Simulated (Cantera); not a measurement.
A Cantera script and what it prints.

```python
import numpy as np
import cantera as ct

gas_names = """
    C CH CH2 CH3 CH2OH CH3O CH4 CH3OH CN CO CO2 COOH C2 C2H CHCO,ketyl C2H2,acetylene C2H2,vinylidene
    CH2CO,ketene C2H3,vinyl CH3CN CH3CO,acetyl C2H4 C2H4O,ethylen CH3CHO,ethanal CH3COOH (HCOOH)2 C2H5
    C2H6 CH3OCH3 C2H5OH CCN CNC C2N2 C2O C3 C3H3,propargyl C3H4,allene C3H4,propyne C3H4,cyclo-
    C3H5,allyl C3H6,propylene C3H6,cyclo- C3H6O C3H7,n-propyl C3H7,i-propyl C3H8 C3H8O,1propanol
    C3H8O,2propanol C3O2 C4 C4H2 C4H4,1,3-cyclo- C4H6,butadiene C4H6,2-butyne C4H6,cyclo- C4H8,1-butene
    C4H8,cis2-buten C4H8,tr2-butene C4H8,isobutene C4H8,cyclo- (CH3COOH)2 C4H9,n-butyl C4H9,i-butyl
    C4H9,s-butyl C4H9,t-butyl C4H10,isobutane C4H10,n-butane C4N2 C5 C5H6,1,3cyclo- C5H8,cyclo-
    C5H10,1-pentene C5H10,cyclo- C5H11,pentyl C5H11,t-pentyl C5H12,n-pentane C5H12,i-pentane
    CH3C(CH3)2CH3 C6H2 C6H5,phenyl C6H5O,phenoxy C6H6 C6H5OH,phenol C6H10,cyclo- C6H12,1-hexene
    C6H12,cyclo- C6H13,n-hexyl C7H7,benzyl C7H8 C7H8O,cresol C7H14,1-heptene C7H15,n-heptyl
    C7H16,n-heptane C8H8,styrene C8H10,ethylbenz C8H16,1-octene C8H17,n-octyl C8H18,isooctane
    C8H18,n-octane C9H19,n-nonyl C10H8,naphthale C10H21,n-decyl C12H9,o-bipheny C12H10,bipheny H HCN HCO
    HCCN HNC HNCO HNO HNO2 HNO3 HO2 H2 HCHO,formaldehy HCOOH H2O H2O2 N NCO NH NH2 NH3 NH2OH NO NO2 NO3
    N2 N2H2 N2H4 N2O O OH O2 O3 Si SiC SiC2 SiC4H12 SiH SiH2 SiH3 SiH4 SiN SiO SiO2 Si2 Si2C Si2N Si3
""".split()
cond_names = """
    C(gr) C6H6(L) C7H8(L) C8H18(L),n-octa H2O(s) H2O(L) Si(cr) Si(L) SiC(b) SiO2(Lqz) SiO2(hqz) SiO2(L)
    Si2N2O(s) Si3N4(a)
""".split()


def load(file, names, dense=False):
    # The tables refer to 1 bar. Condensed volumes are neglected.
    table = {s.name: s for s in ct.Species.list_from_file(file)}
    out = []
    for n in names:
        d = dict(table[n].input_data)
        d["thermo"] = dict(d["thermo"], **{"reference-pressure": 1e5})
        if dense:
            d["equation-of-state"] = {"model": "constant-volume", "density": "1e6 g/cm^3"}
        out.append(ct.Species.from_dict(d))
    return out


gas = ct.Solution(thermo="ideal-gas", species=load("nasa_gas.yaml", gas_names))
cond = {s.name: ct.Solution(thermo="fixed-stoichiometry", species=[s], name=s.name)
        for s in load("nasa_condensed.yaml", cond_names, dense=True)}
atoms = {
    'SiC': {'Si': 1, 'C': 1},
    'H2O': {'H': 2, 'O': 1},
    'N2': {'N': 2},
}
top_T = {'C(gr)': 4500, 'SiC(b)': 3050, 'Si2N2O(s)': 2100, 'Si3N4(a)': 2400}  # K; cautious upper limits of use, not melting points


def equilibrate(T, P, feed):
    n = {}
    for name, mol in feed.items():
        for a, k in atoms[name].items():
            n[a] = n.get(a, 0.0) + k * mol
    gas.TPX = T, P, n
    mass = sum(n.values()) * gas.mean_molecular_weight
    gas.equilibrate("TP")
    valid = [c for c in cond.values() if c.min_temp <= T <= top_T.get(c.name, c.max_temp)]
    mix = ct.Mixture([(gas, mass / gas.mean_molecular_weight)] + [(c, 0.0) for c in valid])
    mix.T, mix.P = T, P
    mix.equilibrate("TP", solver="vcs", rtol=1e-11, max_steps=5000)
    return mix


results = []
T = 2148  # K
P = 13  # Pa
for m in [110, 140, 170, 210, 270, 340, 420, 530, 660]:
    feed = {'SiC': 1, 'H2O': 2.8, 'N2': m}  # mol
    mix = equilibrate(T, P, feed)
    results.append((T, P, feed, dict(zip(mix.species_names, mix.species_moles))))

top = {s: max(r[3][s] / sum(r[3][g] for g in gas_names) for r in results) for s in gas_names}
cols = sorted((s for s in top if top[s] > 1e-05), key=lambda s: -top[s])[:8]
seen = [c for c in cond_names if any(r[3].get(c, 0) > 1e-12 for r in results)]
print("log10 of partial pressures in bar; condensed amounts in mol")
print(f"{'n(N2)':>10s}" + "".join(f"{s[:9]:>10s}" for s in cols + seen))
for T, P, feed, n in results:
    ng = sum(n[g] for g in gas_names)
    print(f"{feed['N2']:10.4g}" + "".join(f"{np.log10(max(n[s] / ng * P / 1e5, 1e-99)):10.3f}" for s in cols)
          + "".join(f"{n.get(c, 0):10.4g}" for c in seen))
```

Output:

```
log10 of partial pressures in bar; condensed amounts in mol
     n(N2)        N2         H       SiO        CO        H2         O       H2O        OH
       110    -3.913    -5.407    -5.955    -5.974    -6.054    -6.427    -6.678    -6.922
       140    -3.908    -5.479    -6.054    -6.072    -6.198    -6.477    -6.872    -7.044
       170    -3.904    -5.539    -6.135    -6.151    -6.318    -6.522    -7.038    -7.149
       210    -3.901    -5.607    -6.224    -6.237    -6.454    -6.576    -7.227    -7.271
       270    -3.898    -5.691    -6.330    -6.341    -6.621    -6.646    -7.465    -7.425
       340    -3.896    -5.771    -6.427    -6.438    -6.781    -6.716    -7.695    -7.574
       420    -3.894    -5.846    -6.517    -6.526    -6.932    -6.784    -7.914    -7.718
       530    -3.893    -5.932    -6.617    -6.624    -7.104    -6.863    -8.165    -7.883
       660    -3.891    -6.015    -6.711    -6.717    -7.270    -6.941    -8.409    -8.045
```

Cantera equilibrium calculation (NASA polynomials, part measured and part estimated; ideal gas, pure solids and liquids).
